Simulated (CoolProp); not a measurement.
Vapour-liquid equilibrium of m-xylene (1) + n-decane (2) at 22.35 °C; x and y are mole fractions of (1).

Computed with CoolProp (multi-fluid Helmholtz-energy mixture model, Zhou 2012 and Lemmon 2006; pair parameters Bell 2016).

Task: Give the bubble pressure and the first vapour's composition at x = 0.125, 0.425, 0.875. Is there an azeotrope?

Result: x = 0.125: 0.2719 kPa, y = 0.511; x = 0.425: 0.5170 kPa, y = 0.824; x = 0.875: 0.8593 kPa, y = 0.975. No azeotrope shows between x = 0.05 and 0.95.

Pair parameters are fitted to limited data, so mixtures are less certain than the pure fluids.
